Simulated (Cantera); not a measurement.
Mixture: 19.5 % CH4, 23.0 % O2, 57.4 % N2, at 31.6 atm, adiabatic and at constant pressure. Ignition delay is the time to a rise of 400 K.

Computed with Cantera and GRI-Mech 3.0 (53 species, 325 reactions). The pressure lies above the range GRI-Mech 3.0 was tuned for (to about 10 atm).

**Question.** Predict: delay at 1175 K; delay at 1325 K; delay at 1475 K; delay at 1625 K; delay at 1775 K; apparent activation energy between 1625 and 1775 K.

**Answer.** 
| Property | Value |
|---|---|
| delay at 1175 K | 1.61 ms |
| delay at 1325 K | 0.296 ms |
| delay at 1475 K | 69.8 µs |
| delay at 1625 K | 19.4 µs |
| delay at 1775 K | 6.22 µs |
| apparent activation energy between 1625 and 1775 K | 180 kJ/mol |
